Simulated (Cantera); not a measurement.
A freely propagating, adiabatic, planar premixed flame of CH₄ : H₂ : O₂ : N₂ : H₂O = 1 : 0.17 : 2.08 : 9.38 : 0.61 (molar parts), unburnt at 598 K and 760 Torr; mixture-averaged transport, grid criteria slope 0.08 and curve 0.16, no radiation.

Cantera simulation using GRI-Mech 3.0 (53 species, 325 reactions); the numbers are that mechanism's predictions, not measurements. Burning velocities carry a grid error of a few per cent, more on coarse grids.

Question: Predict: laminar burning velocity; thermal thickness; peak x(C₂H₂); peak x(C₂H).

Answer: 
| Item | Value |
|---|---|
| laminar burning velocity | 89.6 cm/s |
| thermal thickness | 0.441 mm |
| peak x(C₂H₂) | 0.000107 |
| peak x(C₂H) | 1.36e-7 |
